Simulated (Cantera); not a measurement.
Ammonia decomposition in nitride growth gas

A perfectly stirred reactor is fed with 16.4 % NH₃, 83.6 % H₂, at 0.132 atm; it is held at 2298 K, and followed from long to short residence time.

Model: the gas-phase N/H chemistry of the illustrative SiF4/NH3 mechanism in the Surface Chemkin manual (1991), integrated in Cantera. Walls and surfaces, which speed up NH3 decomposition in real reactors, are not modelled.

```json
[
 {"τ (s)": "4.6", "x NH₃": "0.000175", "x H₂": "0.906", "x NH": "8.58e-6", "x N": "1.06e-5", "x N₂": "0.0695", "x H": "0.0241"},
 {"τ (s)": "1.6", "x NH₃": "0.000349", "x H₂": "0.908", "x NH": "1.44e-5", "x N": "1.64e-5", "x N₂": "0.0695", "x H": "0.0222"},
 {"τ (s)": "0.54", "x NH₃": "0.00107", "x H₂": "0.913", "x NH": "2.38e-5", "x N": "1.98e-5", "x N₂": "0.0693", "x H": "0.0164"},
 {"τ (s)": "0.19", "x NH₃": "0.00749", "x H₂": "0.918", "x NH": "3.22e-5", "x N": "1.18e-5", "x N₂": "0.0668", "x H": "0.00727"},
 {"τ (s)": "0.064", "x NH₃": "0.0308", "x H₂": "0.908", "x NH": "4.11e-5", "x N": "8.34e-6", "x N₂": "0.0568", "x H": "0.00403"},
 {"τ (s)": "0.022", "x NH₃": "0.0711", "x H₂": "0.886", "x NH": "5.06e-5", "x N": "7.46e-6", "x N₂": "0.0394", "x H": "0.00289"},
 {"τ (s)": "0.0075", "x NH₃": "0.115", "x H₂": "0.861", "x NH": "5.67e-5", "x N": "6.91e-6", "x N₂": "0.0203", "x H": "0.00235"}
]
```
x: mole fraction; the columns are a selection and need not sum to one.
